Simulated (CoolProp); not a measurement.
A single-stage vapour-compression cycle with CH2F2 (R32): evaporating at 226.15 K (dew point), condensing at 292.15 K (bubble point), superheat 5 K, subcooling 5 K, compressor efficiency 0.9, no pressure losses. Each further row changes one setting.

Model: reference Helmholtz-energy equation of state, Tillner-Roth 1997, in CoolProp.

```tsv
case	cooling COP	pressure ratio	discharge temperature (K)	refrigerating effect (kJ/kg)	volumetric capacity (kJ/m³)
as stated	2.30	11.2	385.1	278	1010
evaporating temperature 231.15 K	2.61	___	375.1	281	1270
condensing temperature 287.15 K	2.56	9.74	374.9	287	1040
subcooling 10 K	2.38	11.2	385.1	287	1040
superheat 15 K	2.27	11.2	___	287	986
compressor efficiency 0.8	___	11.2	399.2	278	1010
```

Q: Some entries are withheld; supply them.

A: 
- evaporating temperature 231.15 K, pressure ratio: 8.86
- superheat 15 K, discharge temperature (K): 398.5
- compressor efficiency 0.8, cooling COP: 2.05
